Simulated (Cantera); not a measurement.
An isothermal, constant-pressure homogeneous reactor starts with 7.69 % NH3, 92.3 % H2, at 1700 K and 0.0263 atm.

Detailed kinetics in Cantera: the gas-phase N/H chemistry of the illustrative SiF4/NH3 mechanism in the Surface Chemkin manual (1991). Walls and surfaces, which speed up NH3 decomposition in real reactors, are not modelled.

One state of this run: x NH3 = 0.0449; x H2 = 0.940; x N2 = 0.0148; x NH = 6.96e-7; x N2H4 = 2.97e-10; x H = 0.000304; x NH2 = 3.68e-5. x: mole fraction; the columns are a selection and need not sum to one.

### Question
Which value of t (s) does it belong to?
A. 26.9
B. 7.25
C. 1.95
D. 0.0381

### Answer
A, 26.9
